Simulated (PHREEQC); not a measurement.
**Nickel, zinc or cadmium bath: an equilibrium model**

Dissolve 0.02 mol/kgw ZnCl2, 9.2e-05 mol/kgw KCl and 5.7e-05 mol/kgw FeSO4 at 61 °C. Closed to the air; pH follows from the charge balance.

The numbers come from PHREEQC with the ion-association model, phreeqc.dat.

This is a speciation only: nothing precipitates in the calculation.

Predict the pH, ionic strength, density.

pH 5.00; ionic strength 0.0540 mol/kgw; density 0.985 g/cm³.

In which forms is S present?

SO4-2 52 %, ZnSO4 48 % of the S.

Species that the database lacks are ignored. At this temperature some constants are extrapolated from 25 °C, and those without enthalpy data are left unchanged.
